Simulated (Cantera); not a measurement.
A closed system holds: 1 mol SiH₂Cl₂, 5.5 mol O₂, held at 55.0 mbar.

Cantera equilibrium calculation (NASA polynomials, part measured and part estimated; ideal gas, pure solids and liquids). Candidate condensed phases: H₂O, Si, SiO₂; 30 gas species. The tables hold silica as quartz up to 1696 K and as liquid above; real silica turns to tridymite and cristobalite and melts near 1996 K. Kinetics and transport are ignored.

Which condensed phases are stable at each of these points (T (K)): 1723, 1773, 1823, 1873, 1923, 1973, 2023, 2073, 2123, 2173?


```
T (K)  condensed phases  Si condensed (%)
-----  ----------------  ----------------
1723    SiO₂(condensed)             100.0
1773    SiO₂(condensed)             100.0
1823    SiO₂(condensed)             100.0
1873    SiO₂(condensed)             100.0
1923    SiO₂(condensed)             100.0
1973    SiO₂(condensed)             100.0
2023            SiO₂(l)             100.0
2073            SiO₂(l)             100.0
2123            SiO₂(l)             100.0
2173            SiO₂(l)              99.9
```

From 1723 K to 1973 K the condensed part is SiO₂(condensed). From 2023 K to 2173 K the condensed part is SiO₂(l).
